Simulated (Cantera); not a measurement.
A perfectly stirred reactor is fed with CH4 : O2 : N2 = 1 : 2.2 : 8.26 (molar parts), at 1200 Torr; it is adiabatic with a 475 K inlet, and is followed from long to short residence time, starting on the burning branch (τ in s: 0.16, 0.064, 0.025, 0.0099, 0.0039, 0.0015, 0.00059, 0.00023, 9.1e-05, 3.5e-05, 1.4e-05).

Computed with Cantera and GRI-Mech 3.0 (53 species, 325 reactions).

x: mole fraction; the columns are a selection and need not sum to one.

```tsv
τ (s)	T (K)	x CH4	x O2	x C2H6	x O	x CO2	x OH
0.16	2253	1.30e-6	0.0182	<1e-12	0.000432	0.0823	0.00401
0.064	2250	3.06e-6	0.0188	2.24e-12	0.000475	0.0820	0.00418
0.025	2242	6.99e-6	0.0195	1.13e-11	0.000566	0.0811	0.00452
0.0099	2223	1.47e-5	0.0206	4.77e-11	0.000753	0.0794	0.00511
0.0039	2189	…	0.0222	1.73e-10	…	0.0766	…
0.0015	2139	5.84e-5	0.0245	6.04e-10	0.00172	0.0726	0.00701
0.00059	2074	0.000118	0.0274	2.16e-9	0.00255	0.0678	0.00792
0.00023	1995	0.000260	0.0312	9.40e-9	0.00351	0.0620	0.00841
9.1e-5	1902	…	…	…	…	…	0.00799
3.5e-5	475	0.0873	0.192	<1e-12	<1e-12	<1e-12	<1e-12
1.4e-5	475	0.0873	0.192	<1e-12	<1e-12	<1e-12	<1e-12
```

Some entries are withheld; supply them.


- 0.0039, x CH4: 2.93e-5
- 0.0039, x O: 0.00111
- 0.0039, x OH: 0.00597
- 9.1e-5, x CH4: 0.000662
- 9.1e-5, x O2: 0.0369
- 9.1e-5, x C2H6: 6.13e-8
- 9.1e-5, x O: 0.00406
- 9.1e-5, x CO2: 0.0538
